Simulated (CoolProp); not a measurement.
Cyclopentane along the isobar 272 bar: fugacity coefficient from the reference equation and from simpler models built on Tc = 511.7 K, pc = 45.83 bar, ω = 0.202; each cubic takes its own stable root.

Values from CoolProp's reference Helmholtz-energy equation of state, Gedanitz 2015.

```tsv
T (K)	phase	reference
326	liquid	0.01058
344.6	liquid	0.01760
363.3	liquid	0.02750
382	liquid	0.04066
400.6	liquid	0.05724
419.3	liquid	0.07755
438	liquid	0.1015
456.7	liquid	0.1289
475.3	liquid	0.1594
494	liquid	0.1929
512.7	supercritical	0.2288
531.3	supercritical	0.2664
550	supercritical	0.3058
```

### Question
How far does each simpler model (van der Waals, Redlich-Kwong, Soave-Redlich-Kwong, Peng-Robinson) lie from the reference over these 13 states: mean and median of the absolute difference, and the worst?

### Answer
- van der Waals: mean 180.3 %, median 106.9 %, worst +630.1 % at 326 K and 272 bar
- Redlich-Kwong: mean 25.2 %, median 21.7 %, worst +57.2 % at 326 K and 272 bar
- Soave-Redlich-Kwong: mean 6.7 %, median 7.1 %, worst +9.4 % at 550 K and 272 bar
- Peng-Robinson: mean 4.8 %, median 4.8 %, worst -7.3 % at 326 K and 272 bar
